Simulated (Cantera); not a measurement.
# Stirred combustor or abatement burner

A perfectly stirred reactor is fed with H2 : O2 : N2 = 1 : 0.357 : 1.34 (molar parts), equivalence ratio 1.4, at 0.390 bar; it is adiabatic with a 525 K inlet, and is followed from long to short residence time, starting on the burning branch (τ in s: 0.47, 0.14, 0.044, 0.014, 0.0042, 0.0013, 0.0004, 0.00012, 3.8e-05, 1.2e-05).

Detailed kinetics in Cantera: the H2/O2 subset of GRI-Mech 3.0, which has no nitrogen chemistry.

```csv
τ (s),T (K),x H2,x O2,x OH,x H2O,x O,x H,x H2O2
0.47,2405,0.119,0.000266,0.00457,0.297,0.000254,0.00993,1.78e-8
0.14,2393,0.119,0.000342,0.00507,0.296,0.000320,0.0112,2.08e-8
0.044,2361,0.118,0.000563,0.00625,0.294,0.000515,0.0144,2.79e-8
0.014,2294,0.117,0.00114,0.00836,0.288,0.00104,0.0213,4.22e-8
0.0042,2168,0.115,0.00252,0.0110,0.278,0.00229,0.0340,7.51e-8
0.0013,1988,0.111,0.00490,0.0124,0.266,0.00435,0.0527,1.63e-7
0.00040,1763,0.106,0.00844,0.0114,0.252,0.00674,0.0769,4.28e-7
0.00012,1512,0.104,0.0148,0.00815,0.235,0.00828,0.102,1.04e-6
3.8e-5,1214,0.168,0.0459,0.00363,0.174,0.00634,0.0851,1.32e-6
1.2e-5,525,0.371,0.132,<1e-12,<1e-12,<1e-12,<1e-12,<1e-12
```
x: mole fraction; the columns are a selection and need not sum to one.
